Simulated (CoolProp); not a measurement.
Properties of R410A along the isotherm 353.1 K (Tc = 344.5 K, pc = 4901 kPa, ω = 0.296).

Computed with CoolProp (reference Helmholtz-energy equation of state, Lemmon 2003). It is a pseudo-pure fit of the blend.

```
p (kPa)          phase  density (kg/m³)  isothermal compressibility (1/MPa)  conductivity (mW/(m K))  Prandtl number
-------  -------------  ---------------  ----------------------------------  -----------------------  --------------
77.5               gas            1.927                               12.97                     17.4           0.791
138                gas            3.445                               7.317                     17.4           0.794
245                gas            6.163                               4.154                     17.5           0.798
436                gas            11.12                               2.368                     17.7           0.806
775                gas            20.29                               1.368                     18.0           0.823
1380               gas            37.96                              0.8114                     18.6           0.860
2450               gas            74.76                              0.5171                     19.9           0.965
4360               gas            177.1                              0.4467                     23.6            1.58
7750     supercritical            765.3                             0.06364                     57.6            2.92
13800    supercritical            909.0                             0.01527                     72.4            2.07
24500    supercritical             1010                            0.006784                     85.1            1.94
```

Viscosity comes from a separate model (Geller 2000). Thermal conductivity comes from a separate model (Geller 2001).
